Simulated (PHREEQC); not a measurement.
Make-up at 25 °C: 1.2 mmol/kgw Ca(HCO3)2, 13 mmol/kgw CO2 and 0.018 mmol/kgw H4SiO4. Closed to the air; pH follows from the charge balance.

Equilibrium calculation in PHREEQC: ion-association model, phreeqc.dat.

```json
[
 {"quantity": "pH", "before": "5.59", "after": "5.75"},
 {"quantity": "CO2 (mol/kgw)", "before": "0.0130", "after": "0.0130"},
 {"quantity": "(CO2)2 (mol/kgw)", "before": "3.10e-6", "after": "3.10e-6"},
 {"quantity": "CO3-2 (mol/kgw)", "before": "5.19e-8", "after": "1.18e-7"},
 {"quantity": "SI of Quartz (SiO2)", "before": "-0.76", "after": "-0.76"}
]
```

Question: Which change was made?
A) Ca(HCO3)2 from 0.0012 to 0.0018 mol/kgw
B) Ca(HCO3)2 replaced by NaHCO3 at the same molality
C) diluted 2-fold with water
D) diluted 100-fold with water
E) temperature from 25 to 20 °C

Answer: A, Ca(HCO3)2 from 0.0012 to 0.0018 mol/kgw

Precipitation was switched off in this run.
